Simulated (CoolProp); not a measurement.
Vapour-liquid equilibrium of methanol (1) + dimethyl carbonate (2) at 0.12 bar; x and y are mole fractions of (1).

Model: multi-fluid Helmholtz-energy mixture model, de Reuck 1993 and Zhou 2011; pair parameters Bell 2016, in CoolProp.

```csv
x,bubble temperature (°C),y at the bubble point,dew temperature at overall composition x (°C),liquid density (mol/L)
0.05,28.8,0.288,34.2,12.07
0.125,23.6,0.486,32.6,12.66
0.2,20.8,0.581,30.9,13.27
0.275,19.2,0.633,29.2,13.92
0.35,18.2,0.666,27.3,14.61
0.425,17.6,0.688,25.3,15.37
0.5,17.3,0.704,23.2,16.20
0.575,17.0,0.719,20.9,17.12
0.65,16.9,0.734,18.7,18.14
0.725,16.8,0.754,17.0,19.27
0.8,16.8,0.782,16.8,20.54
0.875,17.0,0.829,17.3,21.96
0.95,17.6,0.910,18.0,23.56
```

y crosses x between x = 0.725 and 0.8: the model has an azeotrope there.

Pair parameters are fitted to limited data, so mixtures are less certain than the pure fluids.
